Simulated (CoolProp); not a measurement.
Vapour-liquid equilibrium of R22 (1) + cyclohexane (2) at 331.3 K; x and y are mole fractions of (1).

The numbers come from the multi-fluid Helmholtz-energy mixture model, Kamei 1995 and Zhou 2014; pair parameters Bell 2016 in CoolProp.

```
x     bubble pressure, mixture model (MPa)  bubble pressure, Raoult's law (MPa)  y, mixture model  y, Raoult's law
----  ------------------------------------  -----------------------------------  ----------------  ---------------
0.05                                0.2609                               0.1628             0.810            0.716
0.15                                0.6245                               0.3911                 …            0.894
0.25                                0.9119                               0.6194             0.944            0.941
0.35                                     …                               0.8477             0.955            0.963
0.45                                 1.314                                1.076             0.962            0.975
0.55                                     …                                1.304             0.967            0.983
0.65                                 1.609                                1.533                 …            0.989
0.75                                 1.763                                1.761                 …            0.993
0.85                                 1.947                                1.989             0.984            0.996
0.95                                 2.184                                2.218             0.993            0.999
```

Question: Fill in the missing entries.

Answer: 
- 0.15, y, mixture model: 0.919
- 0.35, bubble pressure, mixture model (MPa): 1.136
- 0.55, bubble pressure, mixture model (MPa): 1.466
- 0.65, y, mixture model: 0.972
- 0.75, y, mixture model: 0.977

The largest gap from Raoult's law is +60.3 % in bubble pressure, at x = 0.05. No azeotrope shows between x = 0.05 and 0.95.

Pair parameters are fitted to limited data, so mixtures are less certain than the pure fluids. The gap from Raoult's law changes sign with composition, which may be real or a fault of the pair parameters; it wasn't checked against measurements. With so large a gap from Raoult's law the liquid may split in two, which this calculation doesn't test in full.
